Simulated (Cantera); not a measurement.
Input: 1 mol C₂H₅OH, 2.9 mol H₂O, 50 mol H₂, held at 3900 Torr.

Equilibrium computed with Cantera from the NASA thermochemical tables; the gas is ideal and each condensed phase is pure. Candidate condensed phases: C, C₆H₆, C₇H₈, C₈H₁₈, H₂O; 110 gas species. The numbers say what is thermodynamically allowed, not how fast it happens. All values below are at 602 °C.

Base state: H₂ 0.891, H₂O 0.0722, CH₄ 0.0370, CO 7.86e-5, CO₂ 1.68e-5 (mole fractions); condensed: gas only.

What changes in the equilibrium state with this change: pressure from 3900 Torr to 0.270 Torr?


```csv
species,before,after
H₂,0.891,0.935
CO,7.86e-5,0.0318
H₂O,0.0722,0.0301
CH₄,0.0370,2.00e-7
CO₂,1.68e-5,0.00270
```

What changes in the equilibrium state with this change: pressure from 3900 Torr to 7.50 Torr?


| species | before | after |
|---|---|---|
| H₂ | 0.891 | 0.935 |
| CO | 7.86e-5 | 0.0317 |
| H₂O | 0.0722 | 0.0303 |
| CH₄ | 0.0370 | 0.000152 |
| CO₂ | 1.68e-5 | 0.00271 |
